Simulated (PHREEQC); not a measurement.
**Polishing slurry liquid (model solution)**

Dissolve 0.012 mol/kgw K2CO3 and 0.17 mol/kgw KNO3 at 25 °C. Closed to the air; pH follows from the charge balance.

All values are PHREEQC results (ion-association model, wateq4f.dat), not measurements.

Precipitation was switched off in this run.

**Question.** Predict the pH.

**Answer.** pH 10.91.

**Question.** In which forms is C present?

**Answer.** CO3-2 90 %, HCO3- 9.7 % of the C.

Complexes and solids missing from the database can't appear.
